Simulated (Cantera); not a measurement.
A perfectly stirred reactor is fed with CH₄ : H₂ : O₂ : N₂ = 1 : 0.033 : 1.26 : 4.74 (molar parts), at 1000000 Pa; it is adiabatic with a 775 K inlet, and is followed from long to short residence time, starting on the burning branch (τ in s: 0.087, 0.034, 0.014, 0.0054, 0.0022, 0.00086, 0.00034, 0.00014, 5.4e-05).

Detailed kinetics in Cantera: GRI-Mech 3.0 (53 species, 325 reactions).

Task: What does this change do: inlet temperature 775 to 600 K?

Result: 
| quantity | before | after |
|---|---|---|
| blow-out, bracketed by the residence times tried | burning at 0.140 ms, out at 54.0 µs | burning at 0.140 ms, out at 54.0 µs |
| x(CH₄) at τ = 87.0 ms | 0.000195 | 0.000956 |
| x(H₂) at τ = 87.0 ms | 0.0966 | 0.0960 |
| x(O₂) at τ = 87.0 ms | 1.81e-5 | 4.44e-5 |
| x(N₂O) at τ = 87.0 ms | 5.13e-9 | 2.70e-9 |
| x(CH₃) at τ = 87.0 ms | 2.10e-5 | 4.78e-5 |
| x(CH₄) at τ = 2.20 ms | 0.00286 | 0.00624 |
| x(H₂) at τ = 2.20 ms | 0.0861 | 0.0742 |
| x(O₂) at τ = 2.20 ms | 0.000592 | 0.00131 |
| x(N₂O) at τ = 2.20 ms | 1.99e-8 | 6.38e-9 |
| x(CH₃) at τ = 2.20 ms | 0.000381 | 0.000476 |

Task: What does this change do: inlet temperature 775 to 425 K?

Result: 
```
quantity                                                                       before                                 after
------------------------------------------------  -----------------------------------  ------------------------------------
blow-out, bracketed by the residence times tried  burning at 0.140 ms, out at 54.0 µs  burning at 0.340 ms, out at 0.140 ms
x(CH₄) at τ = 87.0 ms                                                        0.000195                               0.00307
x(H₂) at τ = 87.0 ms                                                           0.0966                                0.0902
x(O₂) at τ = 87.0 ms                                                          1.81e-5                              0.000110
x(N₂O) at τ = 87.0 ms                                                         5.13e-9                              7.49e-10
x(CH₃) at τ = 87.0 ms                                                         2.10e-5                               7.44e-5
x(CH₄) at τ = 2.20 ms                                                         0.00286                                0.0108
x(H₂) at τ = 2.20 ms                                                           0.0861                                0.0612
x(O₂) at τ = 2.20 ms                                                         0.000592                               0.00285
x(N₂O) at τ = 2.20 ms                                                         1.99e-8                               9.16e-9
x(CH₃) at τ = 2.20 ms                                                        0.000381                              0.000487
```
